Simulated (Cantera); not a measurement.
A closed system holds: 1 mol Si, 0.93 mol HCl, 16 mol H₂, at 1048 K and 1800000 Pa.

Equilibrium computed with Cantera from the NASA thermochemical tables; the gas is ideal and each condensed phase is pure. Candidate condensed phases: Si; 19 gas species. The tables' values for SiCl₃ are old estimates; treat these amounts as uncertain. The numbers say what is thermodynamically allowed, not how fast it happens.

Base state: H₂ 0.979, SiHCl₃ 0.0101, SiCl₄ 0.00381, HCl 0.00378, SiH₂Cl₂ 0.00304, SiH₃Cl 0.000238, SiCl₃ 7.53e-5, SiCl₂ 2.72e-5 (mole fractions); condensed: Si(s).

What changes in the equilibrium state with this change: pressure from 1800000 Pa to 18000 Pa?


```
species       before     after
----------  --------  --------
H₂             0.979     0.974
HCl          0.00378    0.0136
SiCl₄        0.00381   0.00636
SiHCl₃        0.0101   0.00467
SiH₃Cl      0.000238   8.48e-6
SiCl₂        2.72e-5  0.000352
SiH₂Cl₂      0.00304  0.000390
SiCl₃        7.53e-5  0.000350
Si(s), mol     0.712     0.797
```
